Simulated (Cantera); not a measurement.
Input: 1 mol BCl₃, 0.48 mol O₂, 0.63 mol N₂, at 1300 K and 0.0100 bar.

These are equilibrium values from Cantera (NASA tables, ideal gas, pure condensed phases), not measurements of a reactor. Candidate condensed phases: B, BN, B₂O₃; 25 gas species. The tables' values for BOCl are old estimates; treat these amounts as uncertain. Kinetics and transport are ignored.

Base state: Cl₂ 0.431, N₂ 0.309, BCl₃ 0.135, Cl 0.0814, B₃O₃Cl₃ 0.0411, BOCl 0.00218, B₂O₃ 1.86e-5 (mole fractions); condensed: B₂O₃(l).

Question: What changes in the equilibrium state with this change: O₂ from 0.48 to 1.6 mol?

Answer: 
| species | before | after |
|---|---|---|
| Cl₂ | 0.431 | 0.441 |
| O₂ | 3.99e-7 | 0.273 |
| N₂ | 0.309 | 0.203 |
| BCl₃ | 0.135 | 5.88e-6 |
| B₃O₃Cl₃ | 0.0411 | 1.79e-6 |
| Cl | 0.0814 | 0.0824 |
| BOCl | 0.00218 | 7.68e-5 |
| ClO | 1.69e-7 | 0.000142 |
| NO | 3.42e-7 | 0.000229 |
| B₂O₃ | 1.86e-5 | 1.86e-5 |
| B₂O₃(l), mol | 0.235 | 0.500 |
